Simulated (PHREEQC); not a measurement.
PHREEQC input (ion-association model, phreeqc.dat):

```
SOLUTION 0
  temp 25
  units mmol/kgw
  pH 7 charge
  Cl 19.01
  Li 19
  O(0) 1 O2(g) -0.68
SOLUTION 1-40
  temp 25
  units mmol/kgw
  pH 7 charge
  S(6) 1.1
  Zn 1.1
  Cl 0.01
  O(0) 1 O2(g) -0.68
END
EXCHANGE 1-40
  X 0.013
  -equilibrate 1
END
SELECTED_OUTPUT 1
  -reset false
  -pH true
  -pe true
  -ionic_strength true
  -water true
  -step true
  -totals Cl Li S Zn S(-2) S(6)
  -molalities ZnX2 LiX
  -saturation_indices Zn(OH)2(e)
PRINT
  -reset false
TRANSPORT
  -cells 40
  -shifts 160
  -lengths 0.0125
  -time_step 60
  -dispersivities 0.04
  -boundary_conditions flux flux
  -correct_disp true
  -punch_cells 40
  -punch_frequency 5
END
```

Selected output (columns that matter, 12 of 33 rows; pore volumes added in front):

```
pore volumes	pH	mu	Cl	Li	S	Zn	m_ZnX2	m_LiX	si_Zn(OH)2(e)
0	5.053	0.0038877	1e-05	0	0.0011	0.0011	0.0065	0	-4.5229
0.3875	5.0527	0.0040585	0.00017795	6.4671e-05	0.0010903	0.0011419	0.0064956	8.733e-06	-4.5083
0.7625	5.0496	0.0092321	0.0057503	0.0039595	0.00076767	0.0016581	0.0062864	0.00042713	-4.3844
1.1375	5.0468	0.015634	0.013313	0.010834	0.00032981	0.0015644	0.0059244	0.0011512	-4.4442
1.5125	5.0463	0.018484	0.017081	0.014944	0.00011166	0.0011755	0.005613	0.001774	-4.5797
1.8875	5.0467	0.019329	0.018423	0.016751	3.3989e-05	0.00086482	0.0053682	0.0022636	-4.7148
2.1375	5.0471	0.019471	0.018752	0.017332	1.4923e-05	0.00072009	0.0052334	0.0025333	-4.7938
2.5125	5.0476	0.019484	0.018937	0.017796	4.2352e-06	0.00056952	0.005062	0.002876	-4.8946
2.8875	5.048	0.019435	0.01899	0.018042	1.1819e-06	0.00046978	0.0049179	0.0031642	-4.9772
3.2625	5.0483	0.019382	0.019004	0.018195	3.2683e-07	0.00040023	0.0047935	0.003413	-5.046
3.6375	5.0485	0.019337	0.019008	0.0183	8.993e-08	0.00034931	0.0046839	0.0036323	-5.1044
4.0125	5.0486	0.019302	0.01901	0.018379	2.4677e-08	0.00031048	0.0045857	0.0038286	-5.1551
```
